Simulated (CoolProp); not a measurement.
Ethylene at 229.49 K and 0.77 MPa is throttled through a valve to 0.328 MPa with no heat exchange. Each further row changes one setting.

Values from CoolProp's reference Helmholtz-energy equation of state, Smukala 2000.

| case | temperature change (K) | final density (kg/m³) |
|---|---|---|
| as stated | -9.5 | 5.29 |
| outlet pressure 0.0984 MPa | [?] | 1.57 |
| outlet pressure 0.426 MPa | [?] | [?] |

### Question
Complete the blanks.

### Answer

- outlet pressure 0.0984 MPa, temperature change (K): -14.7
- outlet pressure 0.426 MPa, temperature change (K): -7.3
- outlet pressure 0.426 MPa, final density (kg/m³): 6.90
